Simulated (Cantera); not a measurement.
A Cantera script and what it prints.

```python
import numpy as np
import cantera as ct

gas_names = [...]  # 148 gases of nasa_gas.yaml made of Al, C, H, N, O
cond_names = """
    AL(cr) AL(L) ALN(s) AL2O3(a) AL2O3(L) C(gr) C6H6(L) C7H8(L) C8H18(L),n-octa H2O(s) H2O(L)
""".split()


# ... load() reads the species with a 1 bar reference pressure and builds the phases ...
atoms = {
    'Al(CH3)3': {'AL': 1, 'C': 3, 'H': 9},
    'H2O': {'H': 2, 'O': 1},
    'N2': {'N': 2},
}
top_T = {'ALN(s)': 2750, 'C(gr)': 4500}  # K; cautious upper limits of use, not melting points


# ... equilibrate(T, P, feed) seeds the gas with the atoms and calls Mixture.equilibrate('TP', solver="vcs", rtol=1e-11, max_steps=5000) ...
results = []
feed = {'Al(CH3)3': 1, 'H2O': 0.68, 'N2': 38}  # mol
T = 725  # K
P = 133.322  # Pa
mix = equilibrate(T, P, feed)
results.append((T, P, feed, dict(zip(mix.species_names, mix.species_moles))))
x = sorted(zip(gas.X, gas.species_names), reverse=True)
print(f"T = {T:g} K  P = {P:g} Pa  gas = {mix.phase_moles(0):.4g} mol")
print("   x: " + "  ".join(f"{s} {v:.3e}" for v, s in x if v > 0.0001))
print("   condensed (mol): " + ("  ".join(f"{mix.phase(i).name} {mix.phase_moles(i):.4g}"
      for i in range(1, mix.n_phases) if mix.phase_moles(i) > 1e-12) or "none"))
```

Output:

```
T = 725 K  P = 133.322 Pa  gas = 42.9 mol
   x: N2 8.794e-01  H2 1.205e-01
   condensed (mol): ALN(s) 0.5467  AL2O3(a) 0.2267  C(gr) 2.996
```

Cantera equilibrium calculation (NASA polynomials, part measured and part estimated; ideal gas, pure solids and liquids). The feed counts by its element totals alone.
